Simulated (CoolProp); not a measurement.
Vapour-liquid equilibrium of propane (1) + R152A (2) at 2.82 bar; x and y are mole fractions of (1).

Values from CoolProp's multi-fluid Helmholtz-energy mixture model, Lemmon 2009 and Outcalt 1996; pair parameters Bell 2016.

```csv
x,bubble temperature (°C),y at the bubble point,dew temperature at overall composition x (°C),liquid density (mol/L)
0.05,-3.9,0.212,0.6,14.44
0.15,-11.1,0.443,-2.1,14.28
0.25,-14.9,0.553,-5.0,14.04
0.35,-16.9,0.612,-8.0,13.77
0.45,-18.0,0.649,-11.3,13.50
0.55,-18.7,0.678,-14.8,13.26
0.65,-19.0,0.707,-18.0,13.04
0.75,-19.2,0.744,-19.1,12.86
0.85,-18.8,0.803,-18.3,12.70
0.95,-17.5,0.909,-16.8,12.55
```

y crosses x between x = 0.65 and 0.75: the model has an azeotrope there.

Pair parameters are fitted to limited data, so mixtures are less certain than the pure fluids.
